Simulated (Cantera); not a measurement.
Charge: 1 mol Si, 5.6 mol F₂, equilibrated at 548 K and 4.30 Pa.

Cantera equilibrium calculation (NASA polynomials, part measured and part estimated; ideal gas, pure solids and liquids). Candidate condensed phases: Si; 9 gas species. Kinetics and transport are ignored.

Base state: F₂ 0.779, SiF₄ 0.217, F 0.00406 (mole fractions); condensed: gas only.

Q: What changes in the equilibrium state with this change: temperature from 548 K to 1548.15 K?

A: 
```tsv
species	before	after
F	0.00406	0.878
SiF₄	0.217	0.122
F₂	0.779	2.94e-6
```
